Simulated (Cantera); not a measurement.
Input: 1 mol C2H4, 0.13 mol O2, held at 0.435 Torr.

Method: chemical equilibrium by Gibbs-energy minimisation in Cantera with the NASA 1993 tables (ideal gas, pure condensed phases). Candidate condensed phases: C, C6H6, C7H8, C8H18, H2O; 110 gas species. The numbers say what is thermodynamically allowed, not how fast it happens.

Task: At 2573 K, list the 7 most abundant gas species with their mole fractions, and the condensed phases.

Result: H 0.686, H2 0.231, CO 0.0751, C2H2 (acetylene) 0.00337, C3 0.00258, C2H 0.000835, C 0.000761. Condensed: C(graphite).
